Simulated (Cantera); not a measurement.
What does this Cantera script print?

```python
import numpy as np
import cantera as ct

gas_names = """
    B BH BH2 BH3 BO BO2 B2 B2O B2O2 B2O3 B3O3H3 H HBO HBO2 HO2 H2 H2O H2O2 H3B3O6 O OH O2 O3
""".split()
cond_names = """
    B(b) B(L) B2O3(L) B3O3H3(cr) H2O(s) H2O(L)
""".split()


def load(file, names, dense=False):
    # The tables refer to 1 bar. Condensed volumes are neglected.
    table = {s.name: s for s in ct.Species.list_from_file(file)}
    out = []
    for n in names:
        d = dict(table[n].input_data)
        d["thermo"] = dict(d["thermo"], **{"reference-pressure": 1e5})
        if dense:
            d["equation-of-state"] = {"model": "constant-volume", "density": "1e6 g/cm^3"}
        out.append(ct.Species.from_dict(d))
    return out


gas = ct.Solution(thermo="ideal-gas", species=load("nasa_gas.yaml", gas_names))
cond = {s.name: ct.Solution(thermo="fixed-stoichiometry", species=[s], name=s.name)
        for s in load("nasa_condensed.yaml", cond_names, dense=True)}
atoms = {
    'B2O3': {'B': 2, 'O': 3},
    'H2': {'H': 2},
}
top_T = {}  # K; cautious upper limits of use, not melting points


def equilibrate(T, P, feed):
    n = {}
    for name, mol in feed.items():
        for a, k in atoms[name].items():
            n[a] = n.get(a, 0.0) + k * mol
    gas.TPX = T, P, n
    mass = sum(n.values()) * gas.mean_molecular_weight
    gas.equilibrate("TP")
    valid = [c for c in cond.values() if c.min_temp <= T <= top_T.get(c.name, c.max_temp)]
    mix = ct.Mixture([(gas, mass / gas.mean_molecular_weight)] + [(c, 0.0) for c in valid])
    mix.T, mix.P = T, P
    mix.equilibrate("TP", solver="vcs", rtol=1e-11, max_steps=5000)
    return mix


results = []
T = 2225  # K
P = 13332.2  # Pa
for m in [12, 21, 30, 40, 49, 59, 68, 77, 87, 96, 110]:
    feed = {'B2O3': 1, 'H2': m}  # mol
    mix = equilibrate(T, P, feed)
    results.append((T, P, feed, dict(zip(mix.species_names, mix.species_moles))))

top = {s: max(r[3][s] / sum(r[3][g] for g in gas_names) for r in results) for s in gas_names}
cols = sorted((s for s in top if top[s] > 1e-06), key=lambda s: -top[s])[:7]
seen = [c for c in cond_names if any(r[3].get(c, 0) > 1e-12 for r in results)]
print("log10 of partial pressures in bar; condensed amounts in mol")
print(f"{'n(H2)':>10s}" + "".join(f"{s[:9]:>10s}" for s in cols + seen))
for T, P, feed, n in results:
    ng = sum(n[g] for g in gas_names)
    print(f"{feed['H2']:10.4g}" + "".join(f"{np.log10(max(n[s] / ng * P / 1e5, 1e-99)):10.3f}" for s in cols)
          + "".join(f"{n.get(c, 0):10.4g}" for c in seen))
```

It prints:

```
log10 of partial pressures in bar; condensed amounts in mol
     n(H2)        H2       HBO      HBO2      B2O3         H        BO       H2O
        12    -0.945    -2.254    -2.265    -2.465    -2.661    -2.895    -2.906
        21    -0.922    -2.386    -2.471    -2.826    -2.649    -3.038    -2.958
        30    -0.912    -2.479    -2.618    -3.077    -2.644    -3.136    -3.002
        40    -0.905    -2.559    -2.747    -3.291    -2.641    -3.219    -3.044
        49    -0.902    -2.618    -2.842    -3.449    -2.640    -3.280    -3.077
        59    -0.899    -2.673    -2.934    -3.599    -2.638    -3.337    -3.110
        68    -0.897    -2.717    -3.006    -3.717    -2.637    -3.381    -3.137
        77    -0.896    -2.756    -3.071    -3.822    -2.636    -3.421    -3.162
        87    -0.894    -2.795    -3.137    -3.928    -2.636    -3.460    -3.188
        96    -0.893    -2.826    -3.192    -4.015    -2.635    -3.493    -3.209
       110    -0.892    -2.871    -3.269    -4.138    -2.635    -3.538    -3.240
```

These are equilibrium values from Cantera (NASA tables, ideal gas, pure condensed phases), not measurements of a reactor.
